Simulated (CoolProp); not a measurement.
Vapour-liquid equilibrium of n-hexane (1) + n-decane (2) at 300 kPa; x and y are mole fractions of (1).

Computed with CoolProp (multi-fluid Helmholtz-energy mixture model, Thol 2019 and Lemmon 2006; pair parameters Kunz 2012).

| x | bubble temperature (K) | y at the bubble point | dew temperature at overall composition x (K) | liquid density (mol/L) |
|---|---|---|---|---|
| 0.05 | 483.6 | 0.231 | 493.1 | 4.050 |
| 0.125 | 467.1 | 0.488 | 489.3 | 4.257 |
| 0.2 | 452.7 | 0.658 | (withheld) | 4.458 |
| 0.275 | (withheld) | 0.769 | 481.0 | 4.653 |
| 0.35 | 429.8 | 0.841 | 476.5 | 4.846 |
| 0.425 | 420.9 | 0.890 | 471.6 | 5.037 |
| 0.5 | 413.2 | 0.923 | (withheld) | 5.229 |
| 0.575 | 406.5 | 0.947 | 460.2 | 5.424 |
| 0.65 | 400.7 | (withheld) | 453.5 | 5.624 |
| 0.725 | 395.5 | 0.976 | 445.6 | 5.828 |
| 0.8 | 391.0 | 0.985 | 436.2 | 6.040 |
| 0.875 | 386.9 | 0.992 | 423.9 | 6.258 |
| 0.95 | 383.3 | 0.997 | 405.4 | 6.485 |

Question: Some entries are withheld; supply them.

Answer: 
- 0.2, dew temperature at overall composition x (K): 485.3
- 0.275, bubble temperature (K): 440.4
- 0.5, dew temperature at overall composition x (K): 466.2
- 0.65, y at the bubble point: 0.963

No azeotrope shows between x = 0.05 and 0.95.

Pair parameters are fitted to limited data, so mixtures are less certain than the pure fluids.
